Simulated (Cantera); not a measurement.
# Carbothermic reduction: SiO2 + C + N2

Input: 1 mol SiO2, 1.1 mol C, 0.12 mol N2, equilibrated at 21.0 Pa.

Cantera equilibrium calculation (NASA polynomials, part measured and part estimated; ideal gas, pure solids and liquids). Candidate condensed phases: C, Si, SiC, SiO2, Si2N2O, Si3N4; 34 gas species. N2 is the only nitrogen source here; it is nearly inert below about 1500 K, so the nitride shown seldom forms there in practice. Mutual solubility and eutectic melting of coexisting phases are not modelled. The tables' values for SiN are old estimates; treat these amounts as uncertain. The tables hold silica as quartz up to 1696 K and as liquid above; real silica turns to tridymite and cristobalite and melts near 1996 K. The numbers say what is thermodynamically allowed, not how fast it happens.

At 800 K the condensed part is C(graphite) + SiO2(α-quartz) + Si2N2O(s). From 950 K to 1250 K the condensed part is C(graphite) + SiO2(β-quartz) + Si2N2O(s). At 1400 K the condensed part is SiC(s) + SiO2(β-quartz) + Si2N2O(s). From 1550 K to 1850 K the condensed part is SiC(s). From 2000 K to 2600 K nothing is condensed.

| T (K) | x N2 | x CO | x SiO | x Si | x Si2C | x Si2 | x SiN | n C(graphite) | n SiO2(α-quartz) | n Si2N2O(s) | n SiO2(β-quartz) | n SiC(s) |
|---|---|---|---|---|---|---|---|---|---|---|---|---|
| 800 | 1.000 | 0.000498 | <1e-12 | <1e-12 | <1e-12 | <1e-12 | <1e-12 | 1.10 | 1.000 | 1.99e-5 | 0 | 0 |
| 950 | 0.966 | 0.0343 | 1.09e-11 | <1e-12 | <1e-12 | <1e-12 | <1e-12 | 1.10 | 0 | 0.00141 | 0.997 | 0 |
| 1100 | 0.434 | 0.566 | 9.39e-8 | <1e-12 | <1e-12 | <1e-12 | <1e-12 | 0.991 | 0 | 0.0363 | 0.927 | 0 |
| 1250 | 0.00226 | 0.997 | 0.000421 | 6.80e-11 | <1e-12 | <1e-12 | <1e-12 | 0.742 | 0 | 0.119 | 0.761 | 0 |
| 1400 | 0.00344 | 0.930 | 0.0665 | 1.42e-7 | 9.29e-11 | 3.06e-12 | 2.45e-10 | 0 | 0 | 0.117 | 0.475 | 0.229 |
| 1550 | 0.0566 | 0.495 | 0.448 | 2.70e-5 | 6.02e-8 | 8.34e-9 | 9.75e-8 | 0 | 0 | 0 | 0 | 0.0500 |
| 1700 | 0.0566 | 0.495 | 0.447 | 0.000712 | 4.30e-6 | 6.88e-7 | 1.49e-6 | 0 | 0 | 0 | 0 | 0.0492 |
| 1850 | 0.0560 | 0.495 | 0.438 | 0.0109 | 0.000149 | 2.69e-5 | 1.43e-5 | 0 | 0 | 0 | 0 | 0.0378 |
| 2000 | 0.0541 | 0.496 | 0.406 | 0.0442 | 0.000208 | 9.75e-5 | 3.87e-5 | 0 | 0 | 0 | 0 | 0 |
| 2150 | 0.0540 | 0.496 | 0.405 | 0.0449 | 7.29e-6 | 2.74e-5 | 2.83e-5 | 0 | 0 | 0 | 0 | 0 |
| 2300 | 0.0540 | 0.496 | 0.405 | 0.0450 | 3.79e-7 | 8.81e-6 | 2.12e-5 | 0 | 0 | 0 | 0 | 0 |
| 2450 | 0.0540 | 0.495 | 0.405 | 0.0450 | 2.82e-8 | 3.25e-6 | 1.65e-5 | 0 | 0 | 0 | 0 | 0 |
| 2600 | 0.0540 | 0.495 | 0.405 | 0.0450 | 2.83e-9 | 1.35e-6 | 1.32e-5 | 0 | 0 | 0 | 0 | 0 |
x: gas mole fraction; n: condensed amount in mol.
